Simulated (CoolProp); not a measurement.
Vapour-liquid equilibrium of propane (1) + R114 (2) at 32.25 °C; x and y are mole fractions of (1).

Model: multi-fluid Helmholtz-energy mixture model, Lemmon 2009 and Platzer 1990; pair parameters Bell 2016, in CoolProp. This equation is an older, rougher fit; its heat capacities, sound speeds and derivatives of the liquid may be far off and weren't checked against measurements.

| x | bubble pressure (kPa) | y at the bubble point | dew pressure at overall composition x (kPa) | liquid density (mol/L) |
|---|---|---|---|---|
| 0.05 | 327.8 | 0.204 | 281.4 | 8.474 |
| 0.2 | 486.4 | 0.518 | 326.4 | 8.772 |
| 0.35 | 623.8 | 0.672 | 387.3 | 9.091 |
| 0.5 | 747.5 | 0.770 | 473.4 | 9.437 |
| 0.65 | 864.1 | 0.846 | 600.8 | 9.817 |
| 0.8 | 979.7 | 0.913 | 791.2 | 10.24 |
| 0.95 | 1099 | 0.978 | 1047 | 10.72 |

No azeotrope shows between x = 0.05 and 0.95.

Pair parameters are fitted to limited data, so mixtures are less certain than the pure fluids.
